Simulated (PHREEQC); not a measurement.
Model water analysis in mg/kgw, 25 °C, pH 2.92, pe 12.3:

```csv
constituent,mg/kgw
Na,1320
K,2.19
Ca,205
Mg,438
Cl,1290
S(6) as SO4,3280
Pb,40
Zn,64.4
Cu(2),5.52
```

Valence states are taken as typed.

All values are PHREEQC results (ion-association model, wateq4f.dat), not measurements.

- ionic strength = 0.121 mol/kgw
- total alkalinity = -2.63 meq/kg
- charge-balance error = 2.5 %

```
species     molality  activity   log γ
----------  --------  --------  ------
Na+           0.0554    0.0427  -0.113
Cl-           0.0363    0.0272  -0.125
SO4-2         0.0214   0.00747  -0.456
Mg+2          0.0109   0.00421  -0.411
MgSO4        0.00717   0.00737   0.012
Ca+2         0.00332   0.00123  -0.431
NaSO4-       0.00206   0.00160  -0.110
CaSO4        0.00178   0.00183   0.012
H+           0.00147   0.00120  -0.087
HSO4-        0.00114  0.000873  -0.117
Zn+2        0.000548  0.000208  -0.421
ZnSO4       0.000354  0.000364   0.012
PbSO4        8.92e-5   9.17e-5   0.012
Zn(SO4)2-2   6.26e-5   2.21e-5  -0.452
Pb+2         6.19e-5   2.18e-5  -0.452
```

This is a speciation only: nothing precipitates in the calculation. The solution is supersaturated, for example in Anglesite, so a real one may precipitate; this is no full list. Species that the database lacks are ignored.
